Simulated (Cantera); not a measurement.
Input (Python, Cantera):

```python
import numpy as np
import cantera as ct

gas = ct.Solution("gri30.yaml")


def delay(T, t_max=10):
    gas.TPX = T, 780000, {'CH4': 1, 'O2': 4.44, 'N2': 11.6, 'H2O': 0.61, 'C2H6': 0.048}
    reactor = ct.IdealGasReactor(gas, clone=False)
    net = ct.ReactorNet([reactor])
    net.rtol, net.atol = 1e-8, 1e-16
    while net.time < t_max:
        t_old, T_old = net.time, reactor.T
        net.step()
        if reactor.T > T + 400:  # ignition: a rise of 400 K
            return t_old + (T + 400 - T_old) / (reactor.T - T_old) * (net.time - t_old)
    return np.nan


taus = []
for T in [1148, 1223, 1298, 1373, 1448, 1523, 1598]:
    taus.append(delay(T))
    print(f"T0 = {T:6g} K   tau = {taus[-1]:.4e} s")
```

It prints:

```
T0 =   1148 K   tau = 2.9649e-03 s
T0 =   1223 K   tau = 1.1444e-03 s
T0 =   1298 K   tau = 4.8899e-04 s
T0 =   1373 K   tau = 2.2394e-04 s
T0 =   1448 K   tau = 1.0832e-04 s
T0 =   1523 K   tau = 5.5129e-05 s
T0 =   1598 K   tau = 2.9582e-05 s
```

Cantera simulation using GRI-Mech 3.0 (53 species, 325 reactions); the numbers are that mechanism's predictions, not measurements.
